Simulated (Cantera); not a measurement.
What does this Cantera script print?

```python
import numpy as np
import cantera as ct

gas = ct.Solution("gri30.yaml")
gas.TPX = 1573, 2300, {'C2H4': 1, 'H2': 2.5}
reactor = ct.IdealGasConstPressureReactor(gas, energy="off", clone=False)
net = ct.ReactorNet([reactor])
net.rtol, net.atol = 1e-08, 1e-18
show = ['C2H4', 'H2', 'CH2', 'C2H', 'H', 'CH4']
times = np.geomspace(2e-06, 300, 15)

steps = ct.SolutionArray(gas, extra=["t"])
rows = []
print(f"{'t/s':>10s}{'T/K':>9s}{'P/Pa':>11s}" + "".join(f"{s:>11s}" for s in show))
for t in times:
    while net.time < t:
        t_next = net.step()
        steps.append(gas.state, t=t_next)
    rows.append([np.interp(t, steps.t, y) for y in (steps.T, steps.P, *steps(*show).X.T)])
    print(f"{t:10.3e}{rows[-1][0]:9.1f}{rows[-1][1]:11.4g}" + "".join(f"{x:11.3e}" for x in rows[-1][2:]))
rate = np.gradient(steps.T, steps.t)
print("integrator steps:", len(steps.t))
if steps.T.max() > steps.T[0] + 200:
    print(f"time of steepest temperature rise: {steps.t[rate.argmax()]:.4e} s")
gas.TPX = 1573, 2300, {'C2H4': 1, 'H2': 2.5}
gas.equilibrate("TP")
print(f"equilibrium (TP): T = {gas.T:.1f} K  " + "  ".join(f"{s} {gas[s].X[0]:.3e}" for s in show))
```

It prints:

```
       t/s      T/K       P/Pa       C2H4         H2        CH2        C2H          H        CH4
 2.000e-06   1573.0       2300  2.857e-01  7.143e-01  4.170e-15  2.465e-17  2.283e-09  1.154e-15
 7.674e-06   1573.0       2300  2.857e-01  7.143e-01  5.857e-14  3.722e-16  8.259e-09  1.951e-14
 2.945e-05   1573.0       2300  2.857e-01  7.143e-01  7.412e-13  5.370e-15  3.039e-08  6.098e-13
 1.130e-04   1573.0       2300  2.855e-01  7.143e-01  7.544e-12  7.934e-14  1.162e-07  3.429e-11
 4.336e-04   1573.0       2300  2.849e-01  7.145e-01  4.681e-11  1.179e-12  4.471e-07  1.268e-09
 1.664e-03   1573.0       2300  2.824e-01  7.150e-01  2.024e-10  1.782e-11  1.726e-06  3.471e-08
 6.384e-03   1573.0       2300  2.722e-01  7.173e-01  7.643e-10  2.785e-10  6.579e-06  9.763e-07
 2.449e-02   1573.0       2300  2.273e-01  7.272e-01  1.636e-09  3.061e-09  1.694e-05  1.723e-05
 9.399e-02   1573.0       2300  1.043e-01  7.545e-01  1.063e-09  1.342e-08  2.482e-05  8.724e-05
 3.607e-01   1573.0       2300  1.366e-03  7.772e-01  1.669e-10  1.101e-07  1.338e-04  1.725e-04
 1.384e+00   1573.0       2300  5.563e-04  7.773e-01  4.590e-10  1.972e-07  2.390e-04  2.338e-04
 5.310e+00   1573.0       2300  5.560e-04  7.771e-01  8.739e-10  1.971e-07  2.389e-04  4.735e-04
 2.038e+01   1573.0       2300  5.551e-04  7.765e-01  2.317e-09  1.968e-07  2.386e-04  1.312e-03
 7.818e+01   1573.0       2300  5.538e-04  7.754e-01  4.766e-09  1.961e-07  2.378e-04  2.755e-03
 3.000e+02   1573.0       2300  5.536e-04  7.753e-01  5.095e-09  1.960e-07  2.377e-04  2.951e-03
integrator steps: 858
equilibrium (TP): T = 1573.0 K  C2H4 5.536e-04  H2 7.753e-01  CH2 5.095e-09  C2H 1.960e-07  H 2.377e-04  CH4 2.952e-03
```

Model: GRI-Mech 3.0 (53 species, 325 reactions), integrated in Cantera. GRI-Mech 3.0 was tuned for natural gas; its chemistry of ethylene as a main component is partial and can be far from experiment. GRI-Mech 3.0 stops at C3 and has no aromatics, soot or wall deposition, so with more carbon than oxygen in the feed, carbon stays in small species such as C2H2 where larger ones or solid carbon would form. Radical loss at walls, strong at low pressure, is not modelled.
